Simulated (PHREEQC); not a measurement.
## Nickel, zinc or cadmium bath: an equilibrium model

Dissolve 5.1 mmol/kgw NiSO4, 0.087 mmol/kgw Na2SO4 and 140 mmol/kgw MnSO4 at 25 °C. Closed to the air; pH follows from the charge balance.

Model: ion-association model, wateq4f.dat, run in PHREEQC.

Precipitation was switched off in this run.

**Question.** Predict the pH.

**Answer.** pH 6.32.

**Question.** In which forms is Mn present?

**Answer.** Mn+2 52 %, MnSO4 48 % of the Mn.
